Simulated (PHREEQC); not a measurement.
A solution holds 0.0074 mol/kgw NH3 and 0.0025 mol/kgw Na2SiO3, at 45 °C. Closed to the air; pH follows from the charge balance.

Computed with PHREEQC (ion-association model, wateq4f.dat).

This is a speciation only: nothing precipitates in the calculation.

### Question
Order these Si species by the share of Si that they hold, largest first: H4SiO4, H2SiO4-2, H3SiO4-.

### Answer
H3SiO4- (93 %), H4SiO4 (5.1 %), H2SiO4-2 (1.6 %)

The pH is 10.79 and the ionic strength 0.00510 mol/kgw. Species that the database lacks are ignored. Constants without temperature data keep their 25 °C values here.
